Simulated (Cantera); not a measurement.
What does this Cantera script print?

```python
import numpy as np
import cantera as ct

gas = ct.Solution("gri30.yaml")
gas.TPX = 1175, 2666, {'H2': 0.11, 'O2': 1}
inlet = ct.Reservoir(gas, clone=True)

reactor = ct.IdealGasConstPressureReactor(gas, energy="off", clone=False)
exhaust = ct.Reservoir(gas, clone=True)
tau = [0.5, 0.34, 0.23, 0.15, 0.1, 0.07, 0.047, 0.032, 0.021, 0.014, 0.0098][0]
for a, b in ((inlet, reactor), (reactor, exhaust)):
    ct.MassFlowController(a, b, mdot=lambda t: reactor.mass / tau)
net = ct.ReactorNet([reactor])
show = ['H2', 'O2', 'H2O', 'O', 'H2O2', 'OH']

rows = []
print(f"{'tau/s':>10s}{'T/K':>9s}" + "".join(f"{s:>11s}" for s in show))
for tau in [0.5, 0.34, 0.23, 0.15, 0.1, 0.07, 0.047, 0.032, 0.021, 0.014, 0.0098]:
    net.initial_time = 0.0
    net.advance(30 * tau)
    before = gas.X
    net.advance(40 * tau)
    drift = np.max(np.abs(gas.X - before) / (gas.X + 1e-9))
    rows.append([gas.T, *gas[show].X, drift])
    print(f"{tau:10.3e}{gas.T:9.1f}" + "".join(f"{x:11.3e}" for x in gas[show].X))
```

Result:

```
     tau/s      T/K         H2         O2        H2O          O       H2O2         OH
 5.000e-01   1175.0  3.409e-04  8.933e-01  1.031e-01  1.877e-03  2.625e-07  1.153e-03
 3.400e-01   1175.0  4.303e-04  8.927e-01  1.028e-01  2.406e-03  2.849e-07  1.313e-03
 2.300e-01   1175.0  5.440e-04  8.920e-01  1.025e-01  3.086e-03  3.078e-07  1.499e-03
 1.500e-01   1175.0  7.015e-04  8.909e-01  1.021e-01  4.038e-03  3.326e-07  1.733e-03
 1.000e-01   1175.0  8.914e-04  8.896e-01  1.015e-01  5.187e-03  3.557e-07  1.986e-03
 7.000e-02   1175.0  1.099e-03  8.881e-01  1.009e-01  6.436e-03  3.753e-07  2.239e-03
 4.700e-02   1175.0  1.387e-03  8.861e-01  1.000e-01  8.141e-03  3.961e-07  2.556e-03
 3.200e-02   1175.0  1.733e-03  8.838e-01  9.895e-02  1.013e-02  4.149e-07  2.899e-03
 2.100e-02   1175.0  2.210e-03  8.807e-01  9.746e-02  1.274e-02  4.339e-07  3.317e-03
 1.400e-02   1175.0  2.790e-03  8.771e-01  9.563e-02  1.566e-02  4.507e-07  3.762e-03
 9.800e-03   1175.0  3.423e-03  8.736e-01  9.366e-02  1.851e-02  4.647e-07  4.183e-03
```

Computed with Cantera and GRI-Mech 3.0 (53 species, 325 reactions). Radical loss at walls, strong at low pressure, is not modelled. The temperature is held fixed by assumption; the heat of reaction is taken as removed at once.
